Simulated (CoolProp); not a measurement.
Vapour-liquid equilibrium of dimethyl ether (1) + R236EA (2) at 282.4 K; x and y are mole fractions of (1).

Values from CoolProp's multi-fluid Helmholtz-energy mixture model, Wu 2011 and Rui 2013; pair parameters Bell 2016.

```csv
x,"bubble pressure, mixture model (MPa)","bubble pressure, Raoult's law (MPa)","y, mixture model","y, Raoult's law"
0.05,0.1160,0.1272,0.061,0.143
0.2,0.1228,0.1646,0.267,0.443
0.35,0.1378,0.2021,0.501,0.631
0.5,0.1670,0.2395,0.721,0.761
0.65,0.2147,0.2770,0.876,0.855
0.8,0.2782,0.3144,0.960,0.927
0.95,0.3449,0.3519,0.994,0.984
```

The largest gap from Raoult's law is -31.8 % in bubble pressure, at x = 0.35. No azeotrope shows between x = 0.05 and 0.95.

Pair parameters are fitted to limited data, so mixtures are less certain than the pure fluids.
